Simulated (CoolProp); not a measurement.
R410A along the isobar 10.5 bar: fugacity coefficient from the reference equation and from simpler models built on Tc = 344.5 K, pc = 49.01 bar, ω = 0.296; each cubic takes its own stable root.

Model: reference Helmholtz-energy equation of state, Lemmon 2003, in CoolProp. It is a pseudo-pure fit of the blend.

```tsv
T (K)	phase	reference	van der Waals	Redlich-Kwong	Soave-Redlich-Kwong	Peng-Robinson
250.3	liquid	0.3168	0.8654	0.5085	0.3269	0.3228
256	liquid	0.3865	0.8722	0.5971	0.4003	0.3944
261.8	liquid	0.4676	0.8787	0.6960	0.4857	0.4777
267.6	liquid	0.5594	0.8847	0.8032	0.5824	0.5720
302.3	gas	0.8739	0.9134	0.8955	0.8891	0.8809
308.1	gas	0.8825	0.9172	0.9009	0.8956	0.8875
313.9	gas	0.8903	0.9208	0.9060	0.9017	0.8937
319.7	gas	0.8974	0.9242	0.9108	0.9074	0.8995
```

At some of these states van der Waals gives the other phase, because its saturation line lies elsewhere.
